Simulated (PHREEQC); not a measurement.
Dissolve 1.8 mmol/kgw NH4HF2 at 25 °C. Closed to the air; pH follows from the charge balance.

Computed with PHREEQC (ion-association model, phreeqc.dat).

```csv
quantity,before,after
pH,3.37,3.17
HF (mol/kgw),0.00134,0.00175
HF2- (mol/kgw),1.15e-5,1.23e-5
```

Problem. Which change was made?
A. NH4HF2 replaced by KHF2 at the same molality
B. NH4HF2 from 0.0018 to 0.018 mol/kgw
C. temperature from 25 to 5 °C
D. 0.00074 mol/kgw H3PO4 added

Solution. D, 0.00074 mol/kgw H3PO4 added

This is a speciation only: nothing precipitates in the calculation.
